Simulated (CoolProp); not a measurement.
Vapour-liquid equilibrium of methanol (1) + ethanol (2) at 32 kPa; x and y are mole fractions of (1).

The numbers come from the multi-fluid Helmholtz-energy mixture model, de Reuck 1993 and Schroeder 2014; pair parameters Bell 2016 in CoolProp.

**Question.** Give the bubble temperature and the first vapour's composition at x = 0.55, 0.65, 0.75. Is there an azeotrope?

**Answer.** x = 0.55: 43.4 °C, y = 0.696; x = 0.65: 42.1 °C, y = 0.780; x = 0.75: 40.8 °C, y = 0.854. No azeotrope shows between x = 0.05 and 0.95.

Pair parameters are fitted to limited data, so mixtures are less certain than the pure fluids.
